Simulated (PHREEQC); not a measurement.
0.37 g of hydrous ferric oxide (600 m²/g; 0.2 weak and 0.005 strong sites per Fe, Dzombak-Morel constants, diffuse double layer) in 1 kg of water with 0.3 mol/kgw of an inert sodium salt and 0.0022 mol CaCl2, at 25 °C; the pH is set by adding NaOH or the inert anion's acid. O2 is buffered at 0.21 atm. The system is closed to CO2. No solid was allowed to form.

Equilibrium calculation in PHREEQC: ion-association model, wateq4f.dat.

```tsv
pH	Ca sorbed (%)	surface charge σ (C/m²)	surface potential ψ (mV)
3	0.0	0.368	125
3.67	0.0	0.360	124
4.33	0.0	___	___
5	0.0	0.270	110
5.67	0.0	0.192	93
6.33	0.1	0.123	72
7	___	0.070	48
7.67	1.3	0.030	23
8.33	4.8	___	4
9	12.1	-0.003	-3
9.67	___	-0.005	-4
10.33	18.2	-0.006	___
11	18.7	-0.007	-6
```

Task: Complete the blanks.

Result: 
- 4.33, surface charge σ (C/m²): 0.332
- 4.33, surface potential ψ (mV): 120
- 7, Ca sorbed (%): 0.5
- 8.33, surface charge σ (C/m²): 0.005
- 9.67, Ca sorbed (%): 16.7
- 10.33, surface potential ψ (mV): -5

The oxide is taken as insoluble; below pH 4 it would dissolve.
